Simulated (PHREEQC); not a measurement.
Dissolve 0.063 mol Ba(NO3)2 per kg of water at 25 °C. It is in equilibrium with CO2 at log p = -3.4 (atm). Otherwise closed; pH follows from the charge balance.

The numbers come from PHREEQC with the ion-association model, wateq4f.dat.

| quantity | before | after |
|---|---|---|
| pH | 5.56 | 5.63 |
| CO2 (mol/kgw) | 1.30e-5 | 6.27e-6 |
| HCO3- (mol/kgw) | 2.91e-6 | 1.93e-6 |

What was changed between the two runs?
A) Ba(NO3)2 from 0.063 to 0.0945 mol/kgw
B) Ba(NO3)2 replaced by HNO3 at the same molality
C) temperature from 25 to 10 °C
D) temperature from 25 to 60 °C
E) Ba(NO3)2 from 0.063 to 0.0063 mol/kgw

D, temperature from 25 to 60 °C

No solid was allowed to form. At this temperature some constants are extrapolated from 25 °C, and those without enthalpy data are left unchanged.
